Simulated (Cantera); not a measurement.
Charge: 1 mol V, 0.53 mol H2O, equilibrated at 1700 Pa.

Equilibrium computed with Cantera from the NASA thermochemical tables; the gas is ideal and each condensed phase is pure. Candidate condensed phases: H2O, V, VO, V2O3, V2O4, V2O5; 12 gas species. Each liquid is taken as pure. Mutual solubility and eutectic melting of coexisting phases are not modelled. VO: taken at fixed stoichiometry. Condensed phases not in the tables: N, O or C dissolved in the metal. Rates play no part.

At 2398 K, list the 6 most abundant gas species with their mole fractions, and the condensed phases.

H2 0.856, H 0.112, V 0.0178, VO 0.0118, VO2 0.00110, H2O 0.000992. Condensed: V(l) + VO(l).
